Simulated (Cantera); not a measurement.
Input: 1 mol SiCl4, 9.4 mol H2, at 598.15 K and 22.0 bar.

Cantera equilibrium calculation (NASA polynomials, part measured and part estimated; ideal gas, pure solids and liquids). Candidate condensed phases: Si; 19 gas species. Kinetics and transport are ignored.

Base state: H2 0.902, SiCl4 0.0947, HCl 0.00150, SiHCl3 0.00150 (mole fractions); condensed: gas only.

Task: What changes in the equilibrium state with this change: temperature from 598.15 K to 1548.15 K?

Result: 
```
species   before     after
-------  -------  --------
H2         0.902     0.819
HCl      0.00150    0.0872
SiHCl3   0.00150    0.0326
SiCl4     0.0947    0.0284
SiCl2      <1e-9    0.0146
SiCl3      <1e-9    0.0122
SiH3Cl     <1e-9  0.000338
SiH2Cl2  1.18e-6   0.00609
```
The tables' values for SiCl3 are old estimates; treat these amounts as uncertain.
